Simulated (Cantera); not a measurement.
Feed: 1 mol Pb, 0.092 mol CO, a varied amount of N2, equilibrated at 4.90 mbar.

These are equilibrium values from Cantera (NASA tables, ideal gas, pure condensed phases), not measurements of a reactor. Candidate condensed phases: C, Pb, PbO, PbO2, Pb3O4; 27 gas species. Kinetics and transport are ignored.

Problem. What condenses at these points (T in K, n(N2) in mol): (1048, 32); (798, 45); (948, 45); (1248, 22); (1248, 3.9); (1098, 32)?

Solution. 
```
T (K)  n(N2) in mol  condensed phases  Pb condensed (%)
-----  ------------  ----------------  ----------------
1048             32                Pb              70.5
798              45            C + Pb              99.9
948              45                Pb              95.6
1248             22          gas only               0.0
1248            3.9          gas only               0.0
1098             32                Pb              21.6
```
